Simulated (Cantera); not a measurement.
A perfectly stirred reactor is fed with NH₃ : H₂ = 1 : 11 (molar parts), at 13.5 Torr; it is held at 1975 K, and followed from long to short residence time.

Detailed kinetics in Cantera: the gas-phase N/H chemistry of the illustrative SiF4/NH3 mechanism in the Surface Chemkin manual (1991). Walls and surfaces, which speed up NH3 decomposition in real reactors, are not modelled.

x: mole fraction; the columns are a selection and need not sum to one.

```tsv
τ (s)	x NH₃	x H₂	x N₂H₂	x N₂H₄	x NH	x H
1.1	0.0557	0.930	2.72e-7	3.65e-10	7.65e-6	0.00110
0.41	0.0708	0.922	3.40e-7	4.84e-10	7.96e-6	0.000984
0.15	0.0789	0.918	3.28e-7	4.94e-10	7.30e-6	0.000888
0.054	0.0822	0.916	(withheld)	3.49e-10	(withheld)	(withheld)
0.019	0.0832	0.916	4.04e-8	9.97e-11	1.40e-6	0.000377
0.0070	0.0833	0.917	4.03e-9	1.49e-11	2.10e-7	0.000145
0.0025	0.0833	0.917	4.09e-10	1.92e-12	2.69e-8	5.20e-5
0.00092	0.0833	0.917	4.96e-11	<1e-12	(withheld)	(withheld)
0.00033	0.0833	0.917	5.93e-12	<1e-12	4.62e-10	6.83e-6
```

### Question
Complete the blanks.

### Answer

- 0.054, x N₂H₂: 2.03e-7
- 0.054, x NH: 4.96e-6
- 0.054, x H: 0.000714
- 0.00092, x NH: 3.64e-9
- 0.00092, x H: 1.91e-5
